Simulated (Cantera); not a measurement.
Hydrogen reduction and annealing atmospheres: Fe₃O₄ + H₂ + H₂O

Input: 1 mol Fe₃O₄, 14 mol H₂, 0.017 mol H₂O, equilibrated at 0.170 bar.

Method: chemical equilibrium by Gibbs-energy minimisation in Cantera with the NASA 1993 tables (ideal gas, pure condensed phases). Candidate condensed phases: Fe, FeO, Fe(OH)₂, Fe(OH)₃, Fe₂O₃, Fe₃O₄, H₂O; 12 gas species. Mutual solubility and eutectic melting of coexisting phases are not modelled. The tables' stoichiometric FeO is somewhat more stable than real wüstite, so its field is too wide. FeO: taken at fixed stoichiometry. Kinetics and transport are ignored.

From 1048 K to 1148 K the condensed part is Fe(α) + FeO(s). From 1248 K to 1448 K the condensed part is Fe(γ) + FeO(s). From 1548 K to 1648 K the condensed part is Fe(γ). At 1748 K the condensed part is Fe(δ). From 1848 K to 2048 K the condensed part is Fe(l).

| T (K) | x H₂ | x H₂O | x H | x Fe | n Fe(α) | n FeO(s) | n Fe(γ) | n Fe(δ) | n Fe(l) |
|---|---|---|---|---|---|---|---|---|---|
| 1048 | 0.833 | 0.167 | 1.71e-8 | <1e-12 | 1.32 | 1.68 | 0 | 0 | 0 |
| 1148 | 0.800 | 0.200 | 1.55e-7 | 4.69e-11 | 1.79 | 1.21 | 0 | 0 | 0 |
| 1248 | 0.768 | 0.232 | 9.93e-7 | 1.37e-9 | 0 | 0.768 | 2.23 | 0 | 0 |
| 1348 | 0.740 | 0.260 | 4.83e-6 | 2.40e-8 | 0 | 0.376 | 2.62 | 0 | 0 |
| 1448 | 0.716 | 0.284 | 1.89e-5 | 2.80e-7 | 0 | 0.0374 | 2.96 | 0 | 0 |
| 1548 | 0.713 | 0.287 | 6.31e-5 | 2.37e-6 | 0 | 0 | 3.00 | 0 | 0 |
| 1648 | 0.713 | 0.287 | 0.000182 | 1.53e-5 | 0 | 0 | 3.00 | 0 | 0 |
| 1748 | 0.713 | 0.286 | 0.000468 | 7.95e-5 | 0 | 0 | 0 | 3.00 | 0 |
| 1848 | 0.712 | 0.286 | 0.00109 | 0.000335 | 0 | 0 | 0 | 0 | 2.99 |
| 1948 | 0.711 | 0.286 | 0.00231 | 0.00118 | 0 | 0 | 0 | 0 | 2.98 |
| 2048 | 0.707 | 0.284 | 0.00457 | 0.00363 | 0 | 0 | 0 | 0 | 2.95 |
x: gas mole fraction; n: condensed amount in mol.
